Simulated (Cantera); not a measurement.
Feed: 1 mol TEOS, 6.4 mol O3, 38 mol H2, at 1823.15 K and 5.40 mbar.

Equilibrium computed with Cantera from the NASA thermochemical tables; the gas is ideal and each condensed phase is pure. Candidate condensed phases: C, C6H6, C7H8, C8H18, H2O, Si, SiC, SiO2; 123 gas species. The feed counts by its element totals alone. The tables hold silica as quartz up to 1696 K and as liquid above; real silica turns to tridymite and cristobalite and melts near 1996 K. Rates play no part.

Base state: H2 0.627, H2O 0.224, CO 0.130, CO2 0.0119, H 0.00467, SiO 0.00177, OH 0.000117 (mole fractions); condensed: SiO2(condensed).

What changes in the equilibrium state with this change: O3 from 6.4 to 0.12 mol?


```
species                 before     after
--------------------  --------  --------
H2                       0.627     0.911
CO                       0.130    0.0825
H                      0.00467   0.00563
H2O                      0.224   1.03e-7
CO2                     0.0119   2.39e-9
SiO                    0.00177  0.000490
C2H2 (acetylene)         <1e-9  0.000193
OH                    0.000117     <1e-9
Si                       <1e-9   2.19e-5
SiO2(condensed), mol     0.900         0
C(graphite), mol             0      2.67
SiC(s), mol                  0     0.973
```

What changes in the equilibrium state with this change: TEOS replaced by SiH4?


```csv
species,before,after
H2,0.627,0.565
H2O,0.224,0.429
H,0.00467,0.00444
CO,0.130,0
CO2,0.0119,0
SiO,0.00177,0.000835
OH,0.000117,0.000235
"SiO2(condensed), mol",0.900,0.966
```

What changes in the equilibrium state with this change: O3 from 6.4 to 0.76 mol?


```json
[
 {"species": "H2", "before": "0.627", "after": "0.879"},
 {"species": "CO", "before": "0.130", "after": "0.115"},
 {"species": "H", "before": "0.00467", "after": "0.00553"},
 {"species": "H2O", "before": "0.224", "after": "1.39e-7"},
 {"species": "CO2", "before": "0.0119", "after": "4.62e-9"},
 {"species": "SiO", "before": "0.00177", "after": "0.000681"},
 {"species": "C2H2 (acetylene)", "before": "<1e-9", "after": "0.000186"},
 {"species": "OH", "before": "0.000117", "after": "<1e-9"},
 {"species": "Si", "before": "<1e-9", "after": "2.19e-5"},
 {"species": "SiO2(condensed), mol", "before": "0.900", "after": "0"},
 {"species": "C(graphite), mol", "before": "0", "after": "0.775"},
 {"species": "SiC(s), mol", "before": "0", "after": "0.962"}
]
```
